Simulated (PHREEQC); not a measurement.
City or well water: speciation

Synthetic water in mg/L, 25 °C, pH 7.47, pe -1.3: Na 10.2; K 0.0367; Ca 9.77; Mg 2.18; Cl 16.9; S(6) as SO4 19; Alkalinity as HCO3 14.7; Li 0.00229.

Cl is adjusted to close the charge balance.
Valence states are taken as typed.

The numbers come from PHREEQC with the ion-association model, phreeqc.dat.

```json
{
  "ionic_strength": "0.00161 mol/kgw",
  "specific_conductance": "130 µS/cm"
}
```

```csv
species,molality,activity,log γ
Cl-,0.000475,0.000454,-0.019
Na+,0.000443,0.000424,-0.019
HCO3-,0.000239,0.000228,-0.019
Ca+2,0.000237,0.000199,-0.076
SO4-2,0.000189,0.000159,-0.077
Mg+2,8.67e-5,7.28e-5,-0.076
CO2,1.74e-5,1.74e-5,0.000
CaSO4,5.61e-6,5.61e-6,0.000
MgSO4,2.70e-6,2.70e-6,0.000
K+,9.38e-7,8.96e-7,-0.020
```

No solid was allowed to form.
